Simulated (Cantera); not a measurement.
# Gas-phase reforming

An isothermal, constant-pressure homogeneous reactor starts with 63.3 % CH4, 29.1 % CO2, 7.59 % H2, at 2150 K and 0.360 bar.

Model: GRI-Mech 3.0 (53 species, 325 reactions), integrated in Cantera. GRI-Mech 3.0 stops at C3 and has no aromatics, soot or wall deposition, so with more carbon than oxygen in the feed, carbon stays in small species such as C2H2 where larger ones or solid carbon would form.

| t (s) | x CH4 | x CO2 | x H2 | x H | x CH3 | x CH2O |
|---|---|---|---|---|---|---|
| 0.000200 | 0.0893 | 0.130 | 0.484 | 0.00311 | 0.0105 | 5.51e-5 |
| 0.000812 | 0.0168 | 0.0260 | 0.481 | 0.00408 | 0.00272 | 1.15e-5 |
| 0.00330 | 0.00833 | 0.00717 | 0.526 | 0.00474 | 0.00145 | 3.37e-6 |
| 0.0134 | 0.00385 | 0.00172 | 0.585 | 0.00522 | 0.000660 | 3.27e-7 |
| 0.0544 | 0.000605 | 1.63e-5 | 0.603 | 0.00549 | 0.000106 | 2.69e-8 |
| 0.221 | 0.000333 | 4.91e-8 | 0.604 | 0.00550 | 5.83e-5 | 2.65e-8 |
| 0.896 | 0.000333 | 4.91e-8 | 0.604 | 0.00550 | 5.83e-5 | 2.65e-8 |
| 3.64 | 0.000333 | 4.91e-8 | 0.604 | 0.00550 | 5.83e-5 | 2.65e-8 |
| 14.8 | 0.000333 | 4.91e-8 | 0.604 | 0.00550 | 5.83e-5 | 2.65e-8 |
| 60.0 | 0.000333 | 4.91e-8 | 0.604 | 0.00550 | 5.83e-5 | 2.65e-8 |
x: mole fraction; the columns are a selection and need not sum to one.

Equilibrium at this temperature and pressure: CH4 0.000334, CO2 4.92e-8, H2 0.604, H 0.00550, CH3 5.84e-5, CH2O 2.65e-8 (gas phase only).
